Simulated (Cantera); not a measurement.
Cantera run, input and output.

```python
import numpy as np
import cantera as ct

gas = ct.Solution("gri30.yaml")
gas.TPX = 448, 100000, {'C3H8': 1, 'O2': 3.85, 'N2': 14.5}
inlet = ct.Reservoir(gas, clone=True)
gas.equilibrate("HP")  # start burning
reactor = ct.IdealGasConstPressureReactor(gas, energy="on", clone=False)
exhaust = ct.Reservoir(gas, clone=True)
tau = [0.061, 0.028, 0.013, 0.0059, 0.0027, 0.0013, 0.00058, 0.00027, 0.00012, 5.6e-05][0]
for a, b in ((inlet, reactor), (reactor, exhaust)):
    ct.MassFlowController(a, b, mdot=lambda t: reactor.mass / tau)
net = ct.ReactorNet([reactor])
show = ['C3H8', 'O2', 'C2H4', 'CO2', 'HCO', 'O', 'N2O']

rows = []
print(f"{'tau/s':>10s}{'T/K':>9s}" + "".join(f"{s:>11s}" for s in show))
for tau in [0.061, 0.028, 0.013, 0.0059, 0.0027, 0.0013, 0.00058, 0.00027, 0.00012, 5.6e-05]:
    net.initial_time = 0.0
    net.advance(30 * tau)
    before = gas.X
    net.advance(40 * tau)
    drift = np.max(np.abs(gas.X - before) / (gas.X + 1e-9))
    rows.append([gas.T, *gas[show].X, drift])
    print(f"{tau:10.3e}{gas.T:9.1f}" + "".join(f"{x:11.3e}" for x in gas[show].X))
```

Result:

```
     tau/s      T/K       C3H8         O2       C2H4        CO2        HCO          O        N2O
 6.100e-02   2201.2  3.104e-07  2.643e-04  1.344e-06  6.473e-02  1.066e-07  1.037e-04  2.076e-08
 2.800e-02   2190.5  5.844e-07  4.288e-04  2.263e-06  6.456e-02  1.871e-07  1.668e-04  2.593e-08
 1.300e-02   2176.7  1.081e-06  6.837e-04  3.760e-06  6.430e-02  3.410e-07  2.627e-04  3.171e-08
 5.900e-03   2159.0  2.045e-06  1.079e-03  6.410e-06  6.390e-02  6.565e-07  4.032e-04  3.805e-08
 2.700e-03   2138.2  3.908e-06  1.651e-03  1.119e-05  6.330e-02  1.294e-06  5.809e-04  4.456e-08
 1.300e-03   2116.2  7.366e-06  2.423e-03  1.975e-05  6.243e-02  2.501e-06  7.644e-04  5.111e-08
 5.800e-04   2088.7  1.557e-05  3.761e-03  4.003e-05  6.080e-02  5.317e-06  9.508e-04  5.921e-08
 2.700e-04   2054.2  3.402e-05  6.103e-03  8.778e-05  5.776e-02  1.116e-05  1.072e-03  6.583e-08
 1.200e-04   1986.1  9.210e-05  1.196e-02  2.598e-04  5.034e-02  2.544e-05  1.074e-03  6.054e-08
 5.600e-05    448.0  5.168e-02  1.990e-01  1.857e-17  5.106e-17  8.040e-37 -3.928e-31  1.485e-22
```

Model: GRI-Mech 3.0 (53 species, 325 reactions), integrated in Cantera. GRI-Mech 3.0 was tuned for natural gas; its chemistry of propane as a main component is partial and can be far from experiment.
